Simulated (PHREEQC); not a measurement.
A solution holds 0.23 mol/kgw Ni(NO3)2, 0.0013 mol/kgw Na2SO4 and 0.0029 mol/kgw MnSO4, at 10 °C. Closed to the air; pH follows from the charge balance.

Model: ion-association model, wateq4f.dat, run in PHREEQC.

This is a speciation only: nothing precipitates in the calculation.

### Question
Order these Mn species by the share of Mn that they hold, largest first: Mn(NO3)2, MnSO4, Mn+2.

### Answer
Mn+2 (94 %), Mn(NO3)2 (5.7 %), MnSO4 (0.64 %)

The pH is 5.74 and the ionic strength 0.694 mol/kgw. In wateq4f.dat the enthalpy of Ni(OH)2 has the wrong sign, so its saturation index can't be trusted away from 25 °C. Constants without temperature data keep their 25 °C values here.
